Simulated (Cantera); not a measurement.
An adiabatic, constant-pressure homogeneous reactor starts with CO : H₂ : O₂ : N₂ = 1 : 0.89 : 1.24 : 4.68 (molar parts), equivalence ratio 0.76, at 1198 K and 1.48 atm. Integrator tolerance rtol = 1e-08.

Cantera simulation using GRI-Mech 3.0 (53 species, 325 reactions); the numbers are that mechanism's predictions, not measurements.

What does this change do: pressure from 1.48 atm to 16.8 atm?


| quantity | before | after |
|---|---|---|
| time of steepest temperature rise | 40.0 µs | 64.6 µs |
| temperature at 0.100 s | 2621 K | 2744 K |
| equilibrium temperature | 2621 K | 2744 K |
| x(CO) at 0.100 s | 0.0289 (gas-phase equilibrium 0.0289) | 0.0179 (gas-phase equilibrium 0.0179) |
| x(H₂) at 0.100 s | 0.00447 (gas-phase equilibrium 0.00447) | 0.00249 (gas-phase equilibrium 0.00249) |
| x(O₂) at 0.100 s | 0.0473 (gas-phase equilibrium 0.0473) | 0.0420 (gas-phase equilibrium 0.0420) |
| x(O) at 0.100 s | 0.00457 (gas-phase equilibrium 0.00457) | 0.00217 (gas-phase equilibrium 0.00217) |
| x(OH) at 0.100 s | 0.0138 (gas-phase equilibrium 0.0138) | 0.0105 (gas-phase equilibrium 0.0105) |
The hydrogen kinetics of GRI-Mech 3.0 are dated; newer H2 mechanisms differ, most at raised pressure. The pressure lies above the range GRI-Mech 3.0 was tuned for (to about 10 atm).

What does this change do: initial temperature 1198 to 1173 K?


```json
[
 {"quantity": "time of steepest temperature rise", "before": "40.0 µs", "after": "46.7 µs"},
 {"quantity": "temperature at 0.100 s", "before": "2621 K", "after": "2611 K"},
 {"quantity": "equilibrium temperature", "before": "2621 K", "after": "2611 K"},
 {"quantity": "x(CO) at 0.100 s", "before": "0.0289 (gas-phase equilibrium 0.0289)", "after": "0.0279 (gas-phase equilibrium 0.0279)"},
 {"quantity": "x(H₂) at 0.100 s", "before": "0.00447 (gas-phase equilibrium 0.00447)", "after": "0.00431 (gas-phase equilibrium 0.00431)"},
 {"quantity": "x(O₂) at 0.100 s", "before": "0.0473 (gas-phase equilibrium 0.0473)", "after": "0.0471 (gas-phase equilibrium 0.0471)"},
 {"quantity": "x(O) at 0.100 s", "before": "0.00457 (gas-phase equilibrium 0.00457)", "after": "0.00435 (gas-phase equilibrium 0.00435)"},
 {"quantity": "x(OH) at 0.100 s", "before": "0.0138 (gas-phase equilibrium 0.0138)", "after": "0.0134 (gas-phase equilibrium 0.0134)"}
]
```

What does this change do: pressure from 1.48 atm to 4.93 atm?


```json
[
 {"quantity": "time of steepest temperature rise", "before": "40.0 µs", "after": "19.5 µs"},
 {"quantity": "temperature at 0.100 s", "before": "2621 K", "after": "2685 K"},
 {"quantity": "equilibrium temperature", "before": "2621 K", "after": "2685 K"},
 {"quantity": "x(CO) at 0.100 s", "before": "0.0289 (gas-phase equilibrium 0.0289)", "after": "0.0233 (gas-phase equilibrium 0.0233)"},
 {"quantity": "x(H₂) at 0.100 s", "before": "0.00447 (gas-phase equilibrium 0.00447)", "after": "0.00342 (gas-phase equilibrium 0.00342)"},
 {"quantity": "x(O₂) at 0.100 s", "before": "0.0473 (gas-phase equilibrium 0.0473)", "after": "0.0446 (gas-phase equilibrium 0.0446)"},
 {"quantity": "x(O) at 0.100 s", "before": "0.00457 (gas-phase equilibrium 0.00457)", "after": "0.00322 (gas-phase equilibrium 0.00322)"},
 {"quantity": "x(OH) at 0.100 s", "before": "0.0138 (gas-phase equilibrium 0.0138)", "after": "0.0122 (gas-phase equilibrium 0.0122)"}
]
```
The hydrogen kinetics of GRI-Mech 3.0 are dated; newer H2 mechanisms differ, most at raised pressure.
